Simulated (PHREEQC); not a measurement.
Dissolve 0.0036 mol/kgw CuSO4 and 0.033 mol/kgw NaCl at 20 °C. Closed to the air; pH follows from the charge balance.

All values are PHREEQC results (ion-association model, wateq4f.dat), not measurements.

Question: The ionic strength comes out as 0.0450 mol/kgw. What activity coefficients do Cu+2, HSO4-, SO4-2, NaSO4-, Na+ get?

Answer: Cu+2 0.50, HSO4- 0.83, SO4-2 0.48, NaSO4- 0.84, Na+ 0.83.

No solid was allowed to form. The solution is supersaturated, for example in Atacamite, Brochantite, so a real one may precipitate; this is no full list.
